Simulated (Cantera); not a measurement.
Charge: 1 mol AlN, 0.17 mol H2O, 3.8 mol O2, held at 1050 K and 0.540 bar.

Cantera equilibrium calculation (NASA polynomials, part measured and part estimated; ideal gas, pure solids and liquids). Candidate condensed phases: Al, AlN, Al2O3, H2O; 35 gas species. Equilibrium is a limit: real reactors are often held back by kinetics, nucleation or transport.

Base state: O2 0.820, N2 0.134, H2O 0.0457, NO 4.31e-5 (mole fractions); condensed: Al2O3(s).

Question: What changes in the equilibrium state with this change: O2 from 3.8 to 0.39 mol?

Answer: 
```csv
species,before,after
N2,0.134,0.651
H2,<1e-9,0.349
NH3,<1e-9,3.81e-5
O2,0.820,<1e-9
H2O,0.0457,2.32e-7
NO,4.31e-5,<1e-9
"Al2O3(s), mol",0.500,0.317
"AlN(s), mol",0,0.367
```
Mutual solubility and eutectic melting of coexisting phases are not modelled.
